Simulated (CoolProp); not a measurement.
A single-stage vapour-compression cycle with n-pentane: evaporating at 315.15 K (dew point), condensing at 354.15 K (bubble point), superheat 10 K, subcooling 2 K, compressor efficiency 0.85, no pressure losses. Each further row changes one setting.

Model: reference Helmholtz-energy equation of state, Thol 2019, in CoolProp.

```csv
case,cooling COP,pressure ratio,discharge temperature (K),refrigerating effect (kJ/kg),volumetric capacity (kJ/m³)
as stated,5.87,3.06,355.9,278,962
evaporating temperature 320.15 K,7.01,(withheld),(withheld),287,1150
condensing temperature 349.15 K,(withheld),2.69,352.2,291,1010
subcooling 7 K,(withheld),3.06,355.9,291,1010
superheat 20 K,6.03,3.06,365.7,(withheld),(withheld)
compressor efficiency 0.75,(withheld),3.06,359.0,278,962
```

**Question.** Some entries are withheld; supply them.

**Answer.** 
- evaporating temperature 320.15 K, pressure ratio: 2.60
- evaporating temperature 320.15 K, discharge temperature (K): 356.7
- condensing temperature 349.15 K, cooling COP: 6.93
- subcooling 7 K, cooling COP: 6.14
- superheat 20 K, refrigerating effect (kJ/kg): 297
- superheat 20 K, volumetric capacity (kJ/m³): 990
- compressor efficiency 0.75, cooling COP: 5.18
